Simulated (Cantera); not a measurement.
An adiabatic, constant-volume homogeneous reactor starts with H₂ : O₂ : N₂ : H₂O = 1 : 0.893 : 3.36 : 0.17 (molar parts), at 1675 K and 3750 Torr. Integrator tolerance rtol = 1e-08.

Cantera simulation using the H2/O2 subset of GRI-Mech 3.0, which has no nitrogen chemistry; the numbers are that mechanism's predictions, not measurements. The hydrogen kinetics of GRI-Mech 3.0 are dated; newer H2 mechanisms differ, most at raised pressure.

What does this change do: pressure from 3750 Torr to 1280 Torr?


```json
[
 {"quantity": "time of steepest temperature rise", "before": "1.78 µs", "after": "5.20 µs"},
 {"quantity": "temperature at 1.00 s", "before": "2904 K", "after": "2831 K"},
 {"quantity": "equilibrium temperature", "before": "2904 K", "after": "2831 K"},
 {"quantity": "x(H₂) at 1.00 s", "before": "0.00881 (gas-phase equilibrium 0.00881)", "after": "0.0114 (gas-phase equilibrium 0.0114)"},
 {"quantity": "x(O₂) at 1.00 s", "before": "0.0728 (gas-phase equilibrium 0.0728)", "after": "0.0724 (gas-phase equilibrium 0.0724)"},
 {"quantity": "x(H₂O) at 1.00 s", "before": "0.208 (gas-phase equilibrium 0.208)", "after": "0.202 (gas-phase equilibrium 0.202)"},
 {"quantity": "x(H) at 1.00 s", "before": "0.00389 (gas-phase equilibrium 0.00389)", "after": "0.00600 (gas-phase equilibrium 0.00600)"},
 {"quantity": "x(OH) at 1.00 s", "before": "0.0282 (gas-phase equilibrium 0.0282)", "after": "0.0308 (gas-phase equilibrium 0.0308)"},
 {"quantity": "x(HO₂) at 1.00 s", "before": "3.88e-5 (gas-phase equilibrium 3.88e-5)", "after": "2.50e-5 (gas-phase equilibrium 2.50e-5)"},
 {"quantity": "x(H₂O₂) at 1.00 s", "before": "2.38e-6 (gas-phase equilibrium 2.38e-6)", "after": "1.18e-6 (gas-phase equilibrium 1.18e-6)"}
]
```

What does this change do: initial temperature 1675 to 1075 K?


```csv
quantity,before,after
time of steepest temperature rise,1.78 µs,2.28 ms
temperature at 1.00 s,2904 K,2588 K
equilibrium temperature,2904 K,2588 K
x(H₂) at 1.00 s,0.00881 (gas-phase equilibrium 0.00881),0.00224 (gas-phase equilibrium 0.00224)
x(O₂) at 1.00 s,0.0728 (gas-phase equilibrium 0.0728),0.0767 (gas-phase equilibrium 0.0767)
x(H₂O) at 1.00 s,0.208 (gas-phase equilibrium 0.208),0.228 (gas-phase equilibrium 0.228)
x(H) at 1.00 s,0.00389 (gas-phase equilibrium 0.00389),0.000526 (gas-phase equilibrium 0.000526)
x(OH) at 1.00 s,0.0282 (gas-phase equilibrium 0.0282),0.0122 (gas-phase equilibrium 0.0122)
x(HO₂) at 1.00 s,3.88e-5 (gas-phase equilibrium 3.88e-5),2.30e-5 (gas-phase equilibrium 2.30e-5)
x(H₂O₂) at 1.00 s,2.38e-6 (gas-phase equilibrium 2.38e-6),1.77e-6 (gas-phase equilibrium 1.77e-6)
```
